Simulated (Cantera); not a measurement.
An isothermal, constant-pressure homogeneous reactor starts with H2 : O2 = 0.013 : 1 (molar parts), equivalence ratio 0.0065, at 1450 K and 0.00180 bar. Integrator tolerance rtol = 1e-08.

Computed with Cantera and GRI-Mech 3.0 (53 species, 325 reactions). Radical loss at walls, strong at low pressure, is not modelled.

Q: What does this change do: pressure from 0.00180 bar to 0.0267 bar?

A: 
```json
[
 {"quantity": "x(H2) at 50.0 s", "before": "1.43e-5 (gas-phase equilibrium 2.91e-7)", "after": "7.57e-8 (gas-phase equilibrium 7.57e-8)"},
 {"quantity": "x(O2) at 50.0 s", "before": "0.984 (gas-phase equilibrium 0.987)", "after": "0.987 (gas-phase equilibrium 0.987)"},
 {"quantity": "x(OH) at 50.0 s", "before": "0.000897 (gas-phase equilibrium 0.000128)", "after": "6.54e-5 (gas-phase equilibrium 6.54e-5)"},
 {"quantity": "x(O) at 50.0 s", "before": "0.00240 (gas-phase equilibrium 4.73e-5)", "after": "1.23e-5 (gas-phase equilibrium 1.23e-5)"},
 {"quantity": "x(HO2) at 50.0 s", "before": "2.93e-8 (gas-phase equilibrium 3.16e-8)", "after": "6.21e-8 (gas-phase equilibrium 6.21e-8)"}
]
```

Q: What does this change do: H2 0.013 to 0.0018 parts?

A: 
| quantity | before | after |
|---|---|---|
| x(H2) at 50.0 s | 1.43e-5 (gas-phase equilibrium 2.91e-7) | 9.91e-7 (gas-phase equilibrium 3.99e-8) |
| x(O2) at 50.0 s | 0.984 (gas-phase equilibrium 0.987) | 0.997 (gas-phase equilibrium 0.998) |
| x(OH) at 50.0 s | 0.000897 (gas-phase equilibrium 0.000128) | 0.000238 (gas-phase equilibrium 4.78e-5) |
| x(O) at 50.0 s | 0.00240 (gas-phase equilibrium 4.73e-5) | 0.00125 (gas-phase equilibrium 4.76e-5) |
| x(HO2) at 50.0 s | 2.93e-8 (gas-phase equilibrium 3.16e-8) | 9.18e-9 (gas-phase equilibrium 1.19e-8) |
